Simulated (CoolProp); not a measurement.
The fluid at 267.71 K and 1.33 MPa is compressed adiabatically to 8.36 MPa with isentropic efficiency 1. The same conditions are run with several fluids, on thermodynamics alone (safety and materials aside).

Model: reference Helmholtz-energy equation of state of each fluid (ethylene: Smukala 2000; nitrogen: Span 2000; CF4 (R14): Platzer 1990; carbon dioxide: Span 1996), in CoolProp. The equations of Platzer and Polt are older, rougher fits.

```json
[
 {"fluid": "ethylene", "work (kJ/kg)": "[?]", "final temperature (K)": "394.8", "final density (kg/m³)": "87.3"},
 {"fluid": "nitrogen", "work (kJ/kg)": "[?]", "final temperature (K)": "455.3", "final density (kg/m³)": "59.8"},
 {"fluid": "CF4 (R14)", "work (kJ/kg)": "[?]", "final temperature (K)": "358.3", "final density (kg/m³)": "278"},
 {"fluid": "carbon dioxide", "work (kJ/kg)": "102", "final temperature (K)": "411.9", "final density (kg/m³)": "124"}
]
```

Question: Complete the blanks.

Answer: 
- ethylene, work (kJ/kg): 152
- nitrogen, work (kJ/kg): 195
- CF4 (R14), work (kJ/kg): 48.6
